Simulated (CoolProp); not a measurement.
Saturation properties of nitrous oxide (Tc = 309.5 K, pc = 7245 kPa, ω = 0.161).

The numbers come from the reference Helmholtz-energy equation of state, Lemmon 2006 in CoolProp. It is a short technical equation, of lower accuracy than the large ones.

```json
[
 {"T (K)": "237.6", "p (kPa)": "1096", "liquid density (kg/m³)": "1059", "enthalpy of vaporisation (kJ/kg)": "303.9", "vapour Z": "0.8608"},
 {"T (K)": "242.3", "p (kPa)": "1281", "liquid density (kg/m³)": "1041", "enthalpy of vaporisation (kJ/kg)": "296.1", "vapour Z": "0.8450"},
 {"T (K)": "246.9", "p (kPa)": "1485", "liquid density (kg/m³)": "1023", "enthalpy of vaporisation (kJ/kg)": "288.1", "vapour Z": "0.8285"},
 {"T (K)": "251.6", "p (kPa)": "1715", "liquid density (kg/m³)": "1004", "enthalpy of vaporisation (kJ/kg)": "279.5", "vapour Z": "0.8104"},
 {"T (K)": "256.2", "p (kPa)": "1966", "liquid density (kg/m³)": "985.3", "enthalpy of vaporisation (kJ/kg)": "270.6", "vapour Z": "0.7916"},
 {"T (K)": "260.9", "p (kPa)": "2248", "liquid density (kg/m³)": "965.0", "enthalpy of vaporisation (kJ/kg)": "260.9", "vapour Z": "0.7711"},
 {"T (K)": "265.5", "p (kPa)": "2552", "liquid density (kg/m³)": "944.2", "enthalpy of vaporisation (kJ/kg)": "250.9", "vapour Z": "0.7496"},
 {"T (K)": "270.2", "p (kPa)": "2892", "liquid density (kg/m³)": "921.8", "enthalpy of vaporisation (kJ/kg)": "240.0", "vapour Z": "0.7261"},
 {"T (K)": "274.8", "p (kPa)": "3256", "liquid density (kg/m³)": "898.6", "enthalpy of vaporisation (kJ/kg)": "228.4", "vapour Z": "0.7013"},
 {"T (K)": "279.5", "p (kPa)": "3662", "liquid density (kg/m³)": "873.2", "enthalpy of vaporisation (kJ/kg)": "215.7", "vapour Z": "0.6739"},
 {"T (K)": "284.1", "p (kPa)": "4093", "liquid density (kg/m³)": "846.4", "enthalpy of vaporisation (kJ/kg)": "201.9", "vapour Z": "0.6447"},
 {"T (K)": "288.8", "p (kPa)": "4572", "liquid density (kg/m³)": "816.4", "enthalpy of vaporisation (kJ/kg)": "186.3", "vapour Z": "0.6117"},
 {"T (K)": "293.4", "p (kPa)": "5081", "liquid density (kg/m³)": "783.2", "enthalpy of vaporisation (kJ/kg)": "168.9", "vapour Z": "0.5754"},
 {"T (K)": "298", "p (kPa)": "5633", "liquid density (kg/m³)": "744.3", "enthalpy of vaporisation (kJ/kg)": "148.3", "vapour Z": "0.5331"}
]
```

It boils at 184.7 K under 1 atm.
